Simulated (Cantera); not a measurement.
Input: 1 mol MgO, 20 mol Cl2, 0.62 mol N2, equilibrated at 1075 K and 13300 Pa.

These are equilibrium values from Cantera (NASA tables, ideal gas, pure condensed phases), not measurements of a reactor. Candidate condensed phases: Mg, MgCl2, MgO; 18 gas species. Mutual solubility and eutectic melting of coexisting phases are not modelled. Equilibrium is a limit: real reactors are often held back by kinetics, nucleation or transport.

Base state: Cl2 0.947, N2 0.0302, O2 0.0124, MgCl2 0.00710, Cl 0.00294 (mole fractions); condensed: MgCl2(l) + MgO(s).

### Question
What changes in the equilibrium state with this change: 0.021 mol H2 added?

### Answer
```csv
species,before,after
Cl2,0.947,0.945
N2,0.0302,0.0301
O2,0.0124,0.0123
HCl,0,0.00204
MgCl2,0.00710,0.00710
Cl,0.00294,0.00294
"MgCl2(l), mol",0.362,0.361
"MgO(s), mol",0.492,0.493
```
Further candidate phases: H2O, Mg(OH)2, NH4Cl.
